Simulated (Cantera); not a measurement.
Input: 1 mol CaO, 0.15 mol O2, 0.88 mol N2, at 1725 K and 4300 Pa.

Equilibrium computed with Cantera from the NASA thermochemical tables; the gas is ideal and each condensed phase is pure. Candidate condensed phases: Ca, CaO; 12 gas species. Kinetics and transport are ignored.

Base state: N2 0.853, O2 0.144, NO 0.00275, O 0.000106 (mole fractions); condensed: CaO(s).

Q: What changes in the equilibrium state with this change: temperature from 1725 K to 1625 K?

A: 
```
species        before    after
-----------  --------  -------
N2              0.853    0.853
O2              0.144    0.145
NO            0.00275  0.00186
O            0.000106  3.57e-5
CaO(s), mol      1.00     1.00
```

Q: What changes in the equilibrium state with this change: CaO replaced by MgO?

A: 
```
species        before     after
-----------  --------  --------
N2              0.853     0.853
O2              0.144     0.144
NO            0.00275   0.00275
O            0.000106  0.000106
CaO(s), mol      1.00         0
MgO(s), mol         0      1.00
```
Further candidate phases: Mg, MgO.
